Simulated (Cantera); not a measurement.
What does this Cantera script print?

```python
import numpy as np
import cantera as ct

gas_names = [...]  # 113 gases of nasa_gas.yaml made of C, H, O, Pb
cond_names = """
    C(gr) C6H6(L) C7H8(L) C8H18(L),n-octa H2O(s) H2O(L) Pb(cr) Pb(L) PbO(rd) PbO(yw) PbO(L) PbO2(s)
    Pb3O4(s)
""".split()


# ... load() reads the species with a 1 bar reference pressure and builds the phases ...
atoms = {
    'Pb': {'Pb': 1},
    'CO': {'C': 1, 'O': 1},
    'H2': {'H': 2},
}
top_T = {'C(gr)': 4500, 'Pb3O4(s)': 820}  # K; cautious upper limits of use, not melting points


# ... equilibrate(T, P, feed) seeds the gas with the atoms and calls Mixture.equilibrate('TP', solver="vcs", rtol=1e-11, max_steps=5000) ...
results = []
feed = {'Pb': 1, 'CO': 0.16, 'H2': 0.44}  # mol
P = 100000  # Pa
for T in [725, 825, 925, 1025, 1125, 1225, 1325, 1425]:
    mix = equilibrate(T, P, feed)
    results.append((T, P, feed, dict(zip(mix.species_names, mix.species_moles))))

top = {s: max(r[3][s] / sum(r[3][g] for g in gas_names) for r in results) for s in gas_names}
cols = sorted((s for s in top if top[s] > 1e-05), key=lambda s: -top[s])[:9]
seen = [c for c in cond_names if any(r[3].get(c, 0) > 1e-12 for r in results)]
print("log10 of partial pressures in bar; condensed amounts in mol")
print(f"{'T/K':>10s}" + "".join(f"{s[:9]:>10s}" for s in cols + seen))
for T, P, feed, n in results:
    ng = sum(n[g] for g in gas_names)
    print(f"{T:10.4g}" + "".join(f"{np.log10(max(n[s] / ng * P / 1e5, 1e-99)):10.3f}" for s in cols)
          + "".join(f"{n.get(c, 0):10.4g}" for c in seen))
```

It prints:

```
log10 of partial pressures in bar; condensed amounts in mol
       T/K        H2       CH4       H2O        CO       CO2        Pb     C(gr)     Pb(L)
       725    -0.588    -0.465    -0.483    -2.179    -1.197    -8.472    0.0173         1
       825    -0.329    -0.701    -0.644    -1.416    -1.179    -6.843   0.03788         1
       925    -0.204    -1.053    -0.937    -0.905    -1.331    -5.573    0.0354         1
      1025    -0.161    -1.456    -1.398    -0.661    -1.785    -4.556   0.01173         1
      1125    -0.146    -1.832    -1.931    -0.593    -2.419    -3.723 0.0004776    0.9999
      1225    -0.140    -2.246    -2.342    -0.581    -2.949    -3.029         0    0.9994
      1325    -0.138    -2.616    -2.693    -0.578    -3.403    -2.443         0    0.9978
      1425    -0.141    -2.940    -3.003    -0.580    -3.800    -1.941         0    0.9931
```

These are equilibrium values from Cantera (NASA tables, ideal gas, pure condensed phases), not measurements of a reactor.
